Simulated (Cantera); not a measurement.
Feed: 1 mol Cu, 7.3 mol F2, a varied amount of H2, held at 475 K and 1.80 Pa.

Cantera equilibrium calculation (NASA polynomials, part measured and part estimated; ideal gas, pure solids and liquids). Candidate condensed phases: Cu, CuF2; 15 gas species. Equilibrium is a limit: real reactors are often held back by kinetics, nucleation or transport.

At 5.2 mol H2, list the 3 most abundant gas species with their mole fractions, and the condensed phases.

HF 0.904, F2 0.0956, F 0.000145. Condensed: CuF2(s).
